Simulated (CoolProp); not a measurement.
Properties of ethane along the isotherm 159.7 K.

Model: reference Helmholtz-energy equation of state, Bücker 2006, in CoolProp.

| p (kPa) | phase | cv (kJ/(kg K)) | isothermal compressibility (1/MPa) |
|---|---|---|---|
| 305 | liquid | 1.437 | 0.001260 |
| 609 | liquid | 1.437 | 0.001256 |
| 914 | liquid | 1.437 | 0.001251 |
| 1220 | liquid | 1.438 | 0.001246 |
| 1520 | liquid | 1.438 | 0.001242 |
| 1830 | liquid | 1.439 | 0.001237 |
| 2130 | liquid | 1.439 | 0.001232 |
| 2440 | liquid | 1.440 | 0.001228 |
